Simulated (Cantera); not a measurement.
A perfectly stirred reactor is fed with H2 : O2 = 0.11 : 1 (molar parts), equivalence ratio 0.055, at 2670 Pa; it is held at 1450 K, and followed from long to short residence time.

Computed with Cantera and the H2/O2 subset of GRI-Mech 3.0, which has no nitrogen chemistry. Radical loss at walls, strong at low pressure, is not modelled. The temperature is held fixed by assumption; the heat of reaction is taken as removed at once.

x: mole fraction; the columns are a selection and need not sum to one.

| τ (s) | x H2 | x O2 | x H2O | x HO2 | x H2O2 | x O | x H |
|---|---|---|---|---|---|---|---|
| 15 | 3.00e-5 | 0.895 | 0.104 | 3.96e-7 | (withheld) | 0.000431 | 1.05e-5 |
| 4.1 | 7.07e-5 | 0.894 | 0.103 | 7.69e-7 | (withheld) | 0.00104 | 3.88e-5 |
| 1.1 | 0.000166 | 0.892 | 0.102 | 1.45e-6 | (withheld) | 0.00249 | 0.000145 |
| 0.31 | 0.000371 | 0.888 | 0.101 | 2.45e-6 | (withheld) | 0.00567 | 0.000498 |
| 0.087 | 0.000798 | 0.881 | 0.0988 | 3.71e-6 | (withheld) | 0.0124 | 0.00162 |
| 0.024 | 0.00160 | 0.866 | 0.0943 | 4.91e-6 | (withheld) | 0.0250 | 0.00464 |
| 0.0067 | 0.00281 | 0.848 | 0.0880 | 5.65e-6 | (withheld) | 0.0411 | 0.00994 |
| 0.0019 | 0.00468 | 0.835 | 0.0817 | 5.94e-6 | (withheld) | 0.0516 | 0.0150 |

Problem. Some entries are withheld; supply them.

Solution. 
- 15, x H2O2: 2.11e-8
- 4.1, x H2O2: 3.46e-8
- 1.1, x H2O2: 5.49e-8
- 0.31, x H2O2: 8.15e-8
- 0.087, x H2O2: 1.14e-7
- 0.024, x H2O2: 1.46e-7
- 0.0067, x H2O2: 1.69e-7
- 0.0019, x H2O2: 1.85e-7
